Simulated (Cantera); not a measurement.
Feed: 1 mol Si, 2.8 mol Cl2, 0.82 mol N2, at 550 K and 1.00 mbar.

Cantera equilibrium calculation (NASA polynomials, part measured and part estimated; ideal gas, pure solids and liquids). Candidate condensed phases: Si, Si3N4; 13 gas species. Rates play no part.

What is the equilibrium state?


| Item | Value |
|---|---|
| x(SiCl4) | 0.382 |
| x(N2) | 0.313 |
| x(Cl2) | 0.305 |
| gas amount | 2.620 mol |
| log10 activity of Si(s) (absent) | -52.36 |
